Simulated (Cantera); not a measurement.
Input: 1 mol Si2H6, 15 mol H2, 0.35 mol Cl2, at 101000 Pa.

Equilibrium computed with Cantera from the NASA thermochemical tables; the gas is ideal and each condensed phase is pure. Candidate condensed phases: Si; 19 gas species. The feed counts by its element totals alone. Gases not in the tables: Si2H6 and higher silanes. The numbers say what is thermodynamically allowed, not how fast it happens.

**Question.** What share of the Si ends up in condensed phases as a function of T (K), at 825, 900, 975, 1050, 1125, 1200, 1275, 1350, 1425, 1500, 1575, 1650, 1725?

**Answer.** 
```
T (K)  Si condensed (%)     as
-----  ----------------  -----
825                89.8  Si(s)
900                90.1  Si(s)
975                90.6  Si(s)
1050               91.5  Si(s)
1125               92.7  Si(s)
1200               94.0  Si(s)
1275               95.2  Si(s)
1350               96.1  Si(s)
1425               96.5  Si(s)
1500               96.6  Si(s)
1575               96.7  Si(s)
1650               96.6  Si(s)
1725               96.7  Si(l)
```
